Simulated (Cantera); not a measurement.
## CHF₃ + F₂ + H₂ (fluorocarbon and chlorocarbon gases)

Feed: 1 mol CHF₃, 0.91 mol F₂, 3.1 mol H₂, equilibrated at 3077 °C and 5.80 mbar.

Cantera equilibrium calculation (NASA polynomials, part measured and part estimated; ideal gas, pure solids and liquids). Candidate condensed phases: C, C₆H₆, C₇H₈, C₈H₁₈; 95 gas species. Rates play no part.

The x(H) comes out as 0.443 and the x(HF) is 0.280. The x(F) is 0.204, the x(C) is 0.0359 and the x(C₃) is 0.0136. The x(CF) is 0.00938 and the x(C₂) is 0.00710. The x(H₂) is 0.00663 and the x(C₂H) comes out as 0.000797. The gas amount is 9.775 mol. The log10 activity of C(graphite) (absent) is -0.68.
